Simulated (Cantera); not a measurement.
Gas mixture: 5.69 % H2O, 19.8 % C3H8, 69.8 % CO2, 4.66 % CO, at 16.0 Pa, frozen composition.

Cantera's kinetic-theory transport with the Lennard-Jones parameters of GRI-Mech 3.0, ideal gas; thermal conductivity in the multicomponent form. Polar gases are described roughly by these parameters. The composition is frozen, though it would react at the higher temperatures.

D: mixture-averaged diffusion coefficient of that species in the mixture.

| T (K) | ρ (kg/m³) | cp (J/kg/K) | μ (µPa s) | λ (mW/m/K) | Pr | D (cm²/s) H2 | D (cm²/s) H2O | D (cm²/s) OH |
|---|---|---|---|---|---|---|---|---|
| 400 | 0.000201 | 1215 | 17.2 | [?] | 0.773 | 6520 | 1690 | 2500 |
| 550 | 0.000146 | 1424 | 22.7 | [?] | 0.782 | 11300 | 3150 | 4360 |
| 700 | 0.000115 | 1591 | 27.6 | [?] | 0.787 | 16900 | 4980 | 6610 |
| 850 | 9.46e-5 | 1722 | 32.0 | [?] | 0.791 | 23400 | 7140 | 9190 |
| 1000 | 8.04e-5 | 1829 | 36.1 | [?] | 0.792 | 30700 | 9590 | 12100 |
| 1150 | 7.00e-5 | 1907 | 39.9 | [?] | 0.793 | 38800 | 12300 | 15300 |
| 1300 | 6.19e-5 | 1974 | 43.4 | [?] | 0.794 | 47500 | 15300 | 18800 |

Problem. Fill in the missing entries.

Solution. 
- 400, λ (mW/m/K): 27.1
- 550, λ (mW/m/K): 41.4
- 700, λ (mW/m/K): 55.7
- 850, λ (mW/m/K): 69.7
- 1000, λ (mW/m/K): 83.2
- 1150, λ (mW/m/K): 95.8
- 1300, λ (mW/m/K): 108
